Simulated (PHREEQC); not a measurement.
1 kg of water holding 0.12 mol/kgw MgCl2, 0.38 mol/kgw NaCl and 0.32 mol/kgw CaCl2 is evaporated at 90 °C; the solids stay in contact with the brine. CO2 from the air is kept out. Only these solids could form: Bischofite, Brucite, Halite, Portlandite, MgCl2_4H2O.

The series has 14 steps of water left (kg), from 1 to 0.07809.

Model: Pitzer model, pitzer.dat, run in PHREEQC.

Question: Which solids form, in which order, and at which step of the series does each first stand?

Answer: Halite from water left = 0.1407 kg (pH 3.72).

At this temperature some constants are extrapolated from 25 °C, and those without enthalpy data are left unchanged.
